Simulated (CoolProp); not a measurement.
Vapour-liquid equilibrium of ethylene (1) + propylene (2) at -53.35 °C; x and y are mole fractions of (1).

Values from CoolProp's multi-fluid Helmholtz-energy mixture model, Smukala 2000 and Lemmon 2013; pair parameters Bell 2016.

| x | bubble pressure, mixture model (kPa) | bubble pressure, Raoult's law (kPa) | y, mixture model | y, Raoult's law |
|---|---|---|---|---|
| 0.05 | 120.7 | 121.1 | 0.380 | 0.392 |
| 0.125 | 186.0 | 186.6 | 0.621 | 0.637 |
| 0.2 | 251.4 | 252.0 | 0.737 | 0.754 |
| 0.275 | 316.5 | 317.5 | 0.806 | 0.823 |
| 0.35 | 381.1 | 382.9 | 0.851 | 0.868 |
| 0.425 | 445.1 | 448.4 | 0.884 | 0.901 |
| 0.5 | 508.6 | 513.8 | 0.908 | 0.925 |
| 0.575 | 571.7 | 579.3 | 0.928 | 0.943 |
| 0.65 | 634.9 | 644.7 | 0.944 | 0.958 |
| 0.725 | 698.7 | 710.2 | 0.958 | 0.970 |
| 0.8 | 763.7 | 775.7 | 0.971 | 0.980 |
| 0.875 | 830.8 | 841.1 | 0.982 | 0.988 |
| 0.95 | 901.0 | 906.6 | 0.993 | 0.996 |

The largest gap from Raoult's law is -1.6 % in bubble pressure, at x = 0.725. No azeotrope shows between x = 0.05 and 0.95.

The pair parameters rest on a limited set of measurements; away from them the model extrapolates.
